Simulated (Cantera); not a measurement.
Standard-state values (1 bar) from the NASA 1993 polynomials, evaluated with Cantera. Values are per mole of reaction as written; species without (g) are pure solids or liquids, kept so even where they would boil at 1 bar.

Between 300 and 1423 K, where is each reaction favourable under standard conditions?
- 2 NaOH(g) = O(g) + H₂O(g) + 2 Na


- 2 NaOH(g) = O(g) + H₂O(g) + 2 Na: ΔG° is 404 kJ at 300 K and 379 kJ at 1423 K; it stays positive (K < 1). ΔH° is 422 kJ and ΔS° 30 J/K at 1423 K.
